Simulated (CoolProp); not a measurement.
Vapour-liquid equilibrium of carbon dioxide (1) + R143a (2) at 250 K; x and y are mole fractions of (1).

Values from CoolProp's multi-fluid Helmholtz-energy mixture model, Span 1996 and Lemmon and Jacobsen 2000; pair parameters Bell 2016.

```json
[
 {"x": "0.05", "bubble pressure (MPa)": "0.3417", "y at the bubble point": "0.205", "dew pressure at overall composition x (MPa)": "0.2933", "liquid density (mol/L)": "13.38"},
 {"x": "0.125", "bubble pressure (MPa)": "0.4479", "y at the bubble point": "0.428", "dew pressure at overall composition x (MPa)": "0.3150", "liquid density (mol/L)": "13.88"},
 {"x": "0.2", "bubble pressure (MPa)": "0.5667", "y at the bubble point": "0.578", "dew pressure at overall composition x (MPa)": "0.3400", "liquid density (mol/L)": "14.41"},
 {"x": "0.275", "bubble pressure (MPa)": "0.6922", "y at the bubble point": "0.680", "dew pressure at overall composition x (MPa)": "0.3692", "liquid density (mol/L)": "14.97"},
 {"x": "0.35", "bubble pressure (MPa)": "(withheld)", "y at the bubble point": "(withheld)", "dew pressure at overall composition x (MPa)": "0.4040", "liquid density (mol/L)": "15.56"},
 {"x": "0.425", "bubble pressure (MPa)": "0.9436", "y at the bubble point": "0.802", "dew pressure at overall composition x (MPa)": "0.4460", "liquid density (mol/L)": "16.20"},
 {"x": "0.5", "bubble pressure (MPa)": "1.063", "y at the bubble point": "0.841", "dew pressure at overall composition x (MPa)": "0.4980", "liquid density (mol/L)": "16.89"},
 {"x": "0.575", "bubble pressure (MPa)": "1.177", "y at the bubble point": "0.872", "dew pressure at overall composition x (MPa)": "0.5638", "liquid density (mol/L)": "17.63"},
 {"x": "0.65", "bubble pressure (MPa)": "1.285", "y at the bubble point": "0.898", "dew pressure at overall composition x (MPa)": "0.6502", "liquid density (mol/L)": "18.45"},
 {"x": "0.725", "bubble pressure (MPa)": "(withheld)", "y at the bubble point": "0.921", "dew pressure at overall composition x (MPa)": "(withheld)", "liquid density (mol/L)": "19.35"},
 {"x": "0.8", "bubble pressure (MPa)": "1.494", "y at the bubble point": "0.942", "dew pressure at overall composition x (MPa)": "0.9371", "liquid density (mol/L)": "20.36"},
 {"x": "0.875", "bubble pressure (MPa)": "(withheld)", "y at the bubble point": "0.963", "dew pressure at overall composition x (MPa)": "1.187", "liquid density (mol/L)": "(withheld)"},
 {"x": "0.95", "bubble pressure (MPa)": "1.709", "y at the bubble point": "0.985", "dew pressure at overall composition x (MPa)": "(withheld)", "liquid density (mol/L)": "22.80"}
]
```

Problem. Complete the blanks.

Solution. 
- 0.35, bubble pressure (MPa): 0.8191
- 0.35, y at the bubble point: 0.751
- 0.725, bubble pressure (MPa): 1.390
- 0.725, dew pressure at overall composition x (MPa): 0.7681
- 0.875, bubble pressure (MPa): 1.599
- 0.875, liquid density (mol/L): 21.50
- 0.95, dew pressure at overall composition x (MPa): 1.535

No azeotrope shows between x = 0.05 and 0.95.

Pair parameters are fitted to limited data, so mixtures are less certain than the pure fluids. The gap from Raoult's law changes sign with composition, which may be real or a fault of the pair parameters; it wasn't checked against measurements.
